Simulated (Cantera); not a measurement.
Feed: 1 mol FeS, 2.1 mol SO₂, 7.2 mol N₂, equilibrated at 725 K and 1000 Pa.

These are equilibrium values from Cantera (NASA tables, ideal gas, pure condensed phases), not measurements of a reactor. Candidate condensed phases: Fe, FeO, FeS, FeSO₄, FeS₂, Fe₂O₃, Fe₂(SO₄)₃, Fe₃O₄, S; 19 gas species. Gases not in the tables: S₃ to S₇. Equilibrium is a limit: real reactors are often held back by kinetics, nucleation or transport.

Base state: N₂ 0.795, SO₂ 0.204, S₂ 0.000914, S₂O 5.24e-5 (mole fractions); condensed: FeS₂(s) + Fe₃O₄(s).

Task: What changes in the equilibrium state with this change: temperature from 725 K to 1048.15 K?

Result: 
```
species          before     after
-------------  --------  --------
N₂                0.795     0.771
SO₂               0.204     0.207
S₂             0.000914    0.0217
SO              6.36e-8   7.13e-5
S₂O             5.24e-5  0.000464
FeS₂(s), mol      0.619         0
Fe₃O₄(s), mol     0.127    0.0826
FeS(s), mol           0     0.752
```
Mutual solubility and eutectic melting of coexisting phases are not modelled. FeS: taken at fixed stoichiometry.

Task: What changes in the equilibrium state with this change: temperature from 725 K to 1475 K?

Result: 
```json
[
 {"species": "N₂", "before": "0.795", "after": "0.753"},
 {"species": "SO₂", "before": "0.204", "after": "0.164"},
 {"species": "S₂", "before": "0.000914", "after": "0.0765"},
 {"species": "S", "before": "<1e-9", "after": "8.38e-5"},
 {"species": "SO", "before": "6.36e-8", "after": "0.00491"},
 {"species": "S₂O", "before": "5.24e-5", "after": "0.000937"},
 {"species": "FeS₂(s), mol", "before": "0.619", "after": "0"},
 {"species": "Fe₃O₄(s), mol", "before": "0.127", "after": "0"},
 {"species": "FeO(s), mol", "before": "0", "after": "1.000"}
]
```
The tables' stoichiometric FeO is somewhat more stable than real wüstite, so its field is too wide. FeO: taken at fixed stoichiometry.
